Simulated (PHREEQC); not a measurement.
Consider water at 25 °C with 24 mmol/kgw HF, 0.76 mmol/kgw NH4HF2 and 4.8 mmol/kgw HCl. Closed to the air; pH follows from the charge balance.

Equilibrium calculation in PHREEQC: ion-association model, phreeqc.dat.

```json
[
 {"quantity": "pH", "before": "2.20", "after": "11.15"},
 {"quantity": "ionic strength (mol/kgw)", "before": "0.00763", "after": "0.188"},
 {"quantity": "HF (mol/kgw)", "before": "0.0225", "after": "1.80e-10"},
 {"quantity": "F- (mol/kgw)", "before": "0.00260", "after": "0.0246"},
 {"quantity": "HF2- (mol/kgw)", "before": "0.000224", "after": "1.68e-11"},
 {"quantity": "NH3 (mol/kgw)", "before": "6.21e-11", "after": "0.000746"}
]
```

**Question.** What was changed between the two runs?
A. 0.043 mol/kgw Na3PO4 added
B. HF from 0.024 to 0.048 mol/kgw
C. diluted 10-fold with water
D. 0.047 mol/kgw NH3 added

**Answer.** A, 0.043 mol/kgw Na3PO4 added

This is a speciation only: nothing precipitates in the calculation.
